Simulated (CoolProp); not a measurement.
Vapour-liquid equilibrium of octamethyltrisiloxane (MDM) (1) + octamethylcyclotetrasiloxane (D4) (2) at 0.000671 MPa; x and y are mole fractions of (1).

Model: multi-fluid Helmholtz-energy mixture model, Thol 2017 and Thol 2015; pair parameters Bell 2016, in CoolProp.

Task: Give the bubble temperature and the first vapour's composition at x = 0.15, 0.45, 0.85. Is there an azeotrope?

Result: x = 0.15: 317.0 K, y = 0.374; x = 0.45: 310.5 K, y = 0.727; x = 0.85: 304.6 K, y = 0.950. No azeotrope shows between x = 0.05 and 0.95.

Pair parameters are fitted to limited data, so mixtures are less certain than the pure fluids.
